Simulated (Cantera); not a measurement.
Input (Python, Cantera) and output of one run.

```python
import numpy as np
import cantera as ct

gas_names = """
    CL CLO CL2 H HCL HOCL HO2 H2 H2O H2O2 O OH O2 O3 Ti TiCL TiCL2 TiCL3 TiCL4 TiO TiOCL TiOCL2 TiO2
""".split()
cond_names = """
    H2O(s) H2O(L) Ti(a) Ti(b) Ti(L) TiCL2(s) TiCL3(s) TiCL4(L) TiO(a) TiO(b) TiO(L) TiO2(ru) TiO2(L)
    Ti2O3(a) Ti2O3(b) Ti2O3(L) Ti3O5(a) Ti3O5(b) Ti3O5(L) Ti4O7(s) Ti4O7(L)
""".split()


def load(file, names, dense=False):
    # The tables refer to 1 bar. Condensed volumes are neglected.
    table = {s.name: s for s in ct.Species.list_from_file(file)}
    out = []
    for n in names:
        d = dict(table[n].input_data)
        d["thermo"] = dict(d["thermo"], **{"reference-pressure": 1e5})
        if dense:
            d["equation-of-state"] = {"model": "constant-volume", "density": "1e6 g/cm^3"}
        out.append(ct.Species.from_dict(d))
    return out


gas = ct.Solution(thermo="ideal-gas", species=load("nasa_gas.yaml", gas_names))
cond = {s.name: ct.Solution(thermo="fixed-stoichiometry", species=[s], name=s.name)
        for s in load("nasa_condensed.yaml", cond_names, dense=True)}
atoms = {
    'TiO2': {'Ti': 1, 'O': 2},
    'HCl': {'H': 1, 'CL': 1},
}
top_T = {'TiCL2(s)': 1300, 'TiCL3(s)': 1000}  # K; cautious upper limits of use, not melting points


def equilibrate(T, P, feed):
    n = {}
    for name, mol in feed.items():
        for a, k in atoms[name].items():
            n[a] = n.get(a, 0.0) + k * mol
    gas.TPX = T, P, n
    mass = sum(n.values()) * gas.mean_molecular_weight
    gas.equilibrate("TP")
    valid = [c for c in cond.values() if c.min_temp <= T <= top_T.get(c.name, c.max_temp)]
    mix = ct.Mixture([(gas, mass / gas.mean_molecular_weight)] + [(c, 0.0) for c in valid])
    mix.T, mix.P = T, P
    mix.equilibrate("TP", solver="vcs", rtol=1e-11, max_steps=5000)
    return mix


results = []
feed = {'TiO2': 1, 'HCl': 2.2}  # mol
P = 1400  # Pa
for T in [1198, 1248, 1298, 1348, 1398, 1448, 1498]:
    mix = equilibrate(T, P, feed)
    results.append((T, P, feed, dict(zip(mix.species_names, mix.species_moles))))
    x = sorted(zip(gas.X, gas.species_names), reverse=True)
    print(f"T = {T:g} K  P = {P:g} Pa  gas = {mix.phase_moles(0):.4g} mol")
    print("   x: " + "  ".join(f"{s} {v:.3e}" for v, s in x if v > 1e-06))
    print("   condensed (mol): " + ("  ".join(f"{mix.phase(i).name} {mix.phase_moles(i):.4g}"
          for i in range(1, mix.n_phases) if mix.phase_moles(i) > 1e-12) or "none"))
```

Output:

```
T = 1198 K  P = 1400 Pa  gas = 2.198 mol
   x: HCL 9.971e-01  H2O 1.767e-03  TiCL4 8.819e-04  CL 1.484e-04  H2 8.772e-05  CL2 1.440e-05  TiCL3 1.771e-06
   condensed (mol): TiO2(ru) 0.9981
T = 1248 K  P = 1400 Pa  gas = 2.198 mol
   x: HCL 9.967e-01  H2O 1.907e-03  TiCL4 9.495e-04  CL 2.728e-04  H2 1.521e-04  CL2 1.779e-05  TiCL3 4.171e-06
   condensed (mol): TiO2(ru) 0.9979
T = 1298 K  P = 1400 Pa  gas = 2.198 mol
   x: HCL 9.962e-01  H2O 2.046e-03  TiCL4 1.014e-03  CL 4.767e-04  H2 2.551e-04  CL2 2.143e-05  TiCL3 9.212e-06
   condensed (mol): TiO2(ru) 0.9978
T = 1348 K  P = 1400 Pa  gas = 2.198 mol
   x: HCL 9.955e-01  H2O 2.185e-03  TiCL4 1.073e-03  CL 7.972e-04  H2 4.142e-04  CL2 2.531e-05  TiCL3 1.915e-05
   condensed (mol): TiO2(ru) 0.9976
T = 1398 K  P = 1400 Pa  gas = 2.199 mol
   x: HCL 9.945e-01  H2O 2.325e-03  CL 1.283e-03  TiCL4 1.125e-03  H2 6.518e-04  TiCL3 3.762e-05  CL2 2.943e-05  H 1.021e-06
   condensed (mol): TiO2(ru) 0.9974
T = 1448 K  P = 1400 Pa  gas = 2.2 mol
   x: HCL 9.933e-01  H2O 2.471e-03  CL 1.997e-03  TiCL4 1.165e-03  H2 9.963e-04  TiCL3 6.997e-05  CL2 3.378e-05  H 2.459e-06  TiOCL2 1.712e-06
   condensed (mol): TiO2(ru) 0.9973
T = 1498 K  P = 1400 Pa  gas = 2.201 mol
   x: HCL 9.915e-01  CL 3.016e-03  H2O 2.626e-03  H2 1.482e-03  TiCL4 1.188e-03  TiCL3 1.234e-04  CL2 3.834e-05  H 5.591e-06  TiOCL2 3.956e-06
   condensed (mol): TiO2(ru) 0.9971
```

Cantera equilibrium calculation (NASA polynomials, part measured and part estimated; ideal gas, pure solids and liquids). Condensed phases not in the tables: TiOCl.
